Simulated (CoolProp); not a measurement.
Vapour-liquid equilibrium of n-heptane (1) + m-xylene (2) at 0.36 MPa; x and y are mole fractions of (1).

Computed with CoolProp (multi-fluid Helmholtz-energy mixture model, Span 2003 and Zhou 2012; pair parameters Bell 2016).

```tsv
x	bubble temperature, mixture model (K)	bubble temperature, Raoult's law (K)	y, mixture model	y, Raoult's law
0.05	462.3	463.3	0.121	0.114
0.15	454.9	456.9	?	0.306
0.25	448.9	451.2	0.454	0.458
0.35	443.8	446.0	0.566	0.581
0.45	439.4	441.3	0.658	0.681
0.55	435.5	437.0	?	0.764
0.65	431.9	433.1	?	0.833
0.75	?	429.5	0.866	0.891
0.85	425.7	426.1	?	0.940
0.95	422.8	423.0	0.975	0.981
```

**Question.** Fill in the missing entries.

**Answer.** 
- 0.15, y, mixture model: 0.312
- 0.55, y, mixture model: 0.736
- 0.65, y, mixture model: 0.805
- 0.75, bubble temperature, mixture model (K): 428.7
- 0.85, y, mixture model: 0.923

The largest gap from Raoult's law is -2.3 K in bubble temperature, at x = 0.25. No azeotrope shows between x = 0.05 and 0.95.

The pair parameters rest on a limited set of measurements; away from them the model extrapolates.
